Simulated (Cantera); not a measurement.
Input (Python, Cantera) and output of one run.

```python
import numpy as np
import cantera as ct

gas_names = """
    Fe FeO Fe(OH)2 H HO2 H2 H2O H2O2 H2S H2SO4 O OH O2 O3 S SH SO SO2 SO3 S2 S2O S8
""".split()
cond_names = """
    Fe(a) Fe(c) Fe(d) Fe(L) FeO(s) FeO(L) Fe(OH)2(s) Fe(OH)3(s) FeS(a) FeS(b) FeS(c) FeS(L) FeSO4(s)
    FeS2(s) Fe2O3(s) Fe2S3O12(s) Fe3O4(s) H2O(s) H2O(L) H2SO4(L) S(cr1) S(cr2) S(L)
""".split()


# ... load() reads the species with a 1 bar reference pressure and builds the phases ...
atoms = {
    'FeS2': {'Fe': 1, 'S': 2},
    'H2': {'H': 2},
    'H2O': {'H': 2, 'O': 1},
}
top_T = {'FeSO4(s)': 950, 'FeS2(s)': 1010, 'Fe2O3(s)': 1830, 'Fe2S3O12(s)': 1100, 'Fe3O4(s)': 1870}  # K; cautious upper limits of use, not melting points


# ... equilibrate(T, P, feed) seeds the gas with the atoms and calls Mixture.equilibrate('TP', solver="vcs", rtol=1e-11, max_steps=5000) ...
results = []
feed = {'FeS2': 1, 'H2': 340, 'H2O': 0.084}  # mol
T = 1823  # K
for P in [10, 52, 270, 1400, 7200, 37000, 190000, 1000000]:
    mix = equilibrate(T, P, feed)
    results.append((T, P, feed, dict(zip(mix.species_names, mix.species_moles))))

top = {s: max(r[3][s] / sum(r[3][g] for g in gas_names) for r in results) for s in gas_names}
cols = sorted((s for s in top if top[s] > 1e-06), key=lambda s: -top[s])[:6]
seen = [c for c in cond_names if any(r[3].get(c, 0) > 1e-12 for r in results)]
print("log10 of partial pressures in bar; condensed amounts in mol")
print(f"{'P/Pa':>10s}" + "".join(f"{s[:9]:>10s}" for s in cols + seen))
for T, P, feed, n in results:
    ng = sum(n[g] for g in gas_names)
    print(f"{P:10.4g}" + "".join(f"{np.log10(max(n[s] / ng * P / 1e5, 1e-99)):10.3f}" for s in cols)
          + "".join(f"{n.get(c, 0):10.4g}" for c in seen))
```

Output:

```
log10 of partial pressures in bar; condensed amounts in mol
      P/Pa        H2         H       H2S        Fe         S        SH     Fe(L)
        10    -4.022    -5.374    -7.568    -6.544    -6.596    -6.890         0
        52    -3.296    -5.011    -6.414    -5.822    -6.169    -6.101         0
       270    -2.576    -4.651    -5.348    -5.104    -5.822    -5.394         0
      1400    -1.859    -4.293    -4.367    -4.390    -5.558    -4.772  0.004993
      7200    -1.146    -3.936    -3.492    -4.390    -5.396    -4.253    0.8073
   3.7e+04    -0.435    -3.581    -2.707    -4.390    -5.323    -3.824    0.9626
   1.9e+05     0.276    -3.225    -1.969    -4.390    -5.295    -3.441    0.9927
     1e+06     0.997    -2.865    -1.237    -4.390    -5.285    -3.070    0.9986
```

These are equilibrium values from Cantera (NASA tables, ideal gas, pure condensed phases), not measurements of a reactor.
